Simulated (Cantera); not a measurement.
A freely propagating, adiabatic, planar premixed flame of CH₄ : CO : O₂ : N₂ = 1 : 0.062 : 1.85 : 6.94 (molar parts), equivalence ratio 1.1, unburnt at 650 K and 1.20 bar; mixture-averaged transport, grid criteria slope 0.08 and curve 0.16, no radiation.

Model: GRI-Mech 3.0 (53 species, 325 reactions), integrated in Cantera. Burning velocities carry a grid error of a few per cent, more on coarse grids.

Q: How do the results move with these cheaper or finer settings: unity-Lewis-number transport; multicomponent transport; multicomponent+Soret transport; grid criteria slope 0.5, curve 1; grid criteria slope 0.25, curve 0.5; grid criteria slope 0.03, curve 0.06?

A: 
```
setting                               laminar burning velocity  thermal thickness  peak x(H₂)  grid points  grid points
------------------------------------  ------------------------  -----------------  ----------  -----------  -----------
as above                                              149 cm/s           0.267 mm      0.0300          149          149
unity-Lewis-number transport                          102 cm/s           0.318 mm      0.0288          134          134
multicomponent transport                              149 cm/s           0.271 mm      0.0302          149          149
multicomponent+Soret transport                        148 cm/s           0.271 mm      0.0288          149          149
grid criteria slope 0.5, curve 1                      161 cm/s           0.298 mm      0.0303           42           42
grid criteria slope 0.25, curve 0.5                   154 cm/s           0.279 mm      0.0302           63           63
grid criteria slope 0.03, curve 0.06                  147 cm/s           0.266 mm      0.0298          338          338
```
The base run took roughly 15 core-seconds.
Unity Lewis numbers drop preferential diffusion, which matters most where H2 and H carry the flame; Soret adds thermal diffusion.
